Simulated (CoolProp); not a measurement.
The numbers come from the reference Helmholtz-energy equation of state, Guder 2009 in CoolProp.

### Question
For sulfur hexafluoride, give the phase and the Z, cp (kJ/(kg K)) at 91.95 °C and 6.26 MPa; 91.95 °C and 18.8 MPa; 91.95 °C and 34.4 MPa.

### Answer
- 91.95 °C and 6.26 MPa: supercritical; Z 0.575, cp 1.30
- 91.95 °C and 18.8 MPa: supercritical; Z 0.709, cp 1.06
- 91.95 °C and 34.4 MPa: supercritical; Z 1.13, cp 0.985
